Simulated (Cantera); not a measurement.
What does this Cantera script print?

```python
import numpy as np
import cantera as ct

gas = ct.Solution("gri30.yaml")
gas.TPX = 1725, 2666, {'C2H6': 1, 'H2': 3.1}
reactor = ct.IdealGasConstPressureReactor(gas, energy="off", clone=False)
net = ct.ReactorNet([reactor])
net.rtol, net.atol = 1e-08, 1e-18
show = ['C2H6', 'H2', 'C2H2', 'CH2', 'CH3']
times = np.geomspace(3e-05, 100, 14)

steps = ct.SolutionArray(gas, extra=["t"])
rows = []
print(f"{'t/s':>10s}{'T/K':>9s}{'P/Pa':>11s}" + "".join(f"{s:>11s}" for s in show))
for t in times:
    while net.time < t:
        t_next = net.step()
        steps.append(gas.state, t=t_next)
    rows.append([np.interp(t, steps.t, y) for y in (steps.T, steps.P, *steps(*show).X.T)])
    print(f"{t:10.3e}{rows[-1][0]:9.1f}{rows[-1][1]:11.4g}" + "".join(f"{x:11.3e}" for x in rows[-1][2:]))
rate = np.gradient(steps.T, steps.t)
print("integrator steps:", len(steps.t))
if steps.T.max() > steps.T[0] + 200:
    print(f"time of steepest temperature rise: {steps.t[rate.argmax()]:.4e} s")
gas.TPX = 1725, 2666, {'C2H6': 1, 'H2': 3.1}
gas.equilibrate("TP")
print(f"equilibrium (TP): T = {gas.T:.1f} K  " + "  ".join(f"{s} {gas[s].X[0]:.3e}" for s in show))
```

Result:

```
       t/s      T/K       P/Pa       C2H6         H2       C2H2        CH2        CH3
 3.000e-05   1725.0       2666  2.028e-01  7.409e-01  3.668e-05  1.988e-05  2.421e-02
 9.525e-05   1725.0       2666  8.917e-02  6.993e-01  3.102e-03  5.245e-05  5.029e-02
 3.024e-04   1725.0       2666  3.821e-03  6.761e-01  3.679e-02  3.075e-05  2.691e-02
 9.603e-04   1725.0       2666  5.140e-04  6.989e-01  7.174e-02  8.256e-06  8.983e-03
 3.049e-03   1725.0       2666  1.577e-04  7.139e-01  9.270e-02  2.691e-06  4.025e-03
 9.681e-03   1725.0       2666  7.803e-05  7.263e-01  1.056e-01  1.475e-06  2.646e-03
 3.074e-02   1725.0       2666  5.328e-05  7.459e-01  1.169e-01  1.286e-06  2.201e-03
 9.760e-02   1725.0       2666  2.320e-05  7.794e-01  1.348e-01  1.013e-06  1.488e-03
 3.099e-01   1725.0       2666  4.818e-06  8.121e-01  1.519e-01  6.357e-07  7.106e-04
 9.839e-01   1725.0       2666  4.999e-07  8.284e-01  1.603e-01  2.782e-07  2.398e-04
 3.124e+00   1725.0       2666  4.512e-08  8.332e-01  1.627e-01  9.195e-08  7.151e-05
 9.919e+00   1725.0       2666  8.793e-09  8.343e-01  1.633e-01  3.643e-08  2.763e-05
 3.149e+01   1725.0       2666  6.321e-09  8.345e-01  1.634e-01  2.857e-08  2.159e-05
 1.000e+02   1725.0       2666  6.304e-09  8.345e-01  1.634e-01  2.851e-08  2.154e-05
integrator steps: 1558
equilibrium (TP): T = 1725.0 K  C2H6 6.304e-09  H2 8.345e-01  C2H2 1.634e-01  CH2 2.851e-08  CH3 2.154e-05
```

Computed with Cantera and GRI-Mech 3.0 (53 species, 325 reactions). GRI-Mech 3.0 stops at C3 and has no aromatics, soot or wall deposition, so with more carbon than oxygen in the feed, carbon stays in small species such as C2H2 where larger ones or solid carbon would form. Radical loss at walls, strong at low pressure, is not modelled.
